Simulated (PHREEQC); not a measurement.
A solution holds 0.1 mol NaBr, 0.0009 mol Na2SO4 and 0.072 mol NaCl per kg of water, at 25 °C. Closed to the air; pH follows from the charge balance.

All values are PHREEQC results (ion-association model, phreeqc.dat), not measurements.

ionic strength: 0.174 mol/kgw
activity of water: 0.994
specific conductance: 17400 µS/cm
density: 1.008 g/cm³

```csv
species,molality,activity,log γ
Na+,0.174,0.131,-0.122
Br-,0.100,0.0707,-0.151
Cl-,0.0720,0.0523,-0.139
SO4-2,0.000710,0.000218,-0.512
NaSO4-,0.000190,0.000143,-0.122
OH-,1.34e-7,9.59e-8,-0.144
H+,1.31e-7,1.05e-7,-0.095
HSO4-,2.96e-9,2.23e-9,-0.124
```

No solid was allowed to form. Complexes and solids missing from the database can't appear.
